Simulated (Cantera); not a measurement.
Si + F₂ + H₂ (silicon etching in halogen gases)

Charge: 1 mol Si, 4.4 mol F₂, 0.63 mol H₂, at 1273 K and 8.00 Pa.

Method: chemical equilibrium by Gibbs-energy minimisation in Cantera with the NASA 1993 tables (ideal gas, pure condensed phases). Candidate condensed phases: Si; 25 gas species. Equilibrium is a limit: real reactors are often held back by kinetics, nucleation or transport.

The x(F) is 0.610 and the x(HF) is 0.217. The x(SiF₄) is 0.172 and the x(F₂) comes out as 4.34e-5. The gas amount comes out as 5.800 mol. The log10 activity of Si(s) (absent) comes out as -46.70.
